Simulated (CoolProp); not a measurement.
Vapour-liquid equilibrium of n-butane (1) + n-decane (2) at 381.6 K; x and y are mole fractions of (1).

The numbers come from the multi-fluid Helmholtz-energy mixture model, Bücker 2006 and Lemmon 2006; pair parameters Kunz 2012 in CoolProp.

```json
[
 {"x": "0.05", "bubble pressure (MPa)": "0.09130", "y at the bubble point": "0.855", "dew pressure at overall composition x (MPa)": "0.01398", "liquid density (mol/L)": "4.762"},
 {"x": "0.15", "bubble pressure (MPa)": "0.2454", "y at the bubble point": "0.947", "dew pressure at overall composition x (MPa)": "0.01563", "liquid density (mol/L)": "5.013"},
 {"x": "0.25", "bubble pressure (MPa)": "[?]", "y at the bubble point": "0.968", "dew pressure at overall composition x (MPa)": "[?]", "liquid density (mol/L)": "[?]"},
 {"x": "0.35", "bubble pressure (MPa)": "0.5548", "y at the bubble point": "0.978", "dew pressure at overall composition x (MPa)": "[?]", "liquid density (mol/L)": "5.563"},
 {"x": "0.45", "bubble pressure (MPa)": "0.7139", "y at the bubble point": "[?]", "dew pressure at overall composition x (MPa)": "0.02417", "liquid density (mol/L)": "[?]"},
 {"x": "0.55", "bubble pressure (MPa)": "0.8785", "y at the bubble point": "0.988", "dew pressure at overall composition x (MPa)": "0.02954", "liquid density (mol/L)": "6.194"},
 {"x": "0.65", "bubble pressure (MPa)": "[?]", "y at the bubble point": "0.991", "dew pressure at overall composition x (MPa)": "0.03796", "liquid density (mol/L)": "6.544"},
 {"x": "0.75", "bubble pressure (MPa)": "[?]", "y at the bubble point": "0.993", "dew pressure at overall composition x (MPa)": "0.05309", "liquid density (mol/L)": "6.918"},
 {"x": "0.85", "bubble pressure (MPa)": "1.435", "y at the bubble point": "0.996", "dew pressure at overall composition x (MPa)": "0.08825", "liquid density (mol/L)": "7.302"},
 {"x": "0.95", "bubble pressure (MPa)": "1.662", "y at the bubble point": "0.998", "dew pressure at overall composition x (MPa)": "0.2601", "liquid density (mol/L)": "7.650"}
]
```

### Question
Complete the blanks.

### Answer

- 0.25, bubble pressure (MPa): 0.3992
- 0.25, dew pressure at overall composition x (MPa): 0.01772
- 0.25, liquid density (mol/L): 5.279
- 0.35, dew pressure at overall composition x (MPa): 0.02045
- 0.45, y at the bubble point: 0.984
- 0.45, liquid density (mol/L): 5.867
- 0.65, bubble pressure (MPa): 1.051
- 0.75, bubble pressure (MPa): 1.235

No azeotrope shows between x = 0.05 and 0.95.

The pair parameters rest on a limited set of measurements; away from them the model extrapolates.
